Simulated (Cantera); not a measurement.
Input: 1 mol Si₃N₄, 1.5 mol N₂O, 3.4 mol H₂, at 0.133 bar.

Method: chemical equilibrium by Gibbs-energy minimisation in Cantera with the NASA 1993 tables (ideal gas, pure condensed phases). Candidate condensed phases: H₂O, Si, SiO₂, Si₂N₂O, Si₃N₄; 35 gas species. Mutual solubility and eutectic melting of coexisting phases are not modelled. Gases not in the tables: Si₂H₆ and higher silanes. The numbers say what is thermodynamically allowed, not how fast it happens.

### Question
What share of the Si ends up in condensed phases as a function of T (°C), at 1275, 1325, 1375, 1425, 1475, 1525, 1575, 1625, 1675, 1725?

### Answer
| T (°C) | Si condensed (%) | as |
|---|---|---|
| 1275 | 100.0 | Si₂N₂O(s) |
| 1325 | 100.0 | Si₂N₂O(s) |
| 1375 | 100.0 | Si₂N₂O(s) |
| 1425 | 100.0 | Si₂N₂O(s) + Si₃N₄(s) |
| 1475 | 99.9 | Si₂N₂O(s) + Si₃N₄(s) |
| 1525 | 99.8 | Si₂N₂O(s) + Si₃N₄(s) |
| 1575 | 99.3 | Si₂N₂O(s) + Si₃N₄(s) |
| 1625 | 98.2 | Si₂N₂O(s) + Si₃N₄(s) |
| 1675 | 93.3 | Si(l) + Si₂N₂O(s) |
| 1725 | 70.9 | Si(l) + Si₂N₂O(s) |
